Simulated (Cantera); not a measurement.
A closed system holds: 1 mol ZrO₂, 160 mol H₂, 62 mol N₂, equilibrated at 0.0100 bar.

Method: chemical equilibrium by Gibbs-energy minimisation in Cantera with the NASA 1993 tables (ideal gas, pure condensed phases). Candidate condensed phases: H₂O, Zr, ZrN, ZrO₂; 28 gas species. Mutual solubility and eutectic melting of coexisting phases are not modelled. ZrN: taken at fixed stoichiometry. Condensed phases not in the tables: solid solutions among these carbides, nitrides and lower oxides. Kinetics and transport are ignored.

Problem. At 1575 °C, list the 4 most abundant gas species with their mole fractions, and the condensed phases.

Solution. H₂ 0.717, N₂ 0.279, H 0.00449, H₂O 2.43e-5. Condensed: ZrN(s) + ZrO₂(tetragonal).
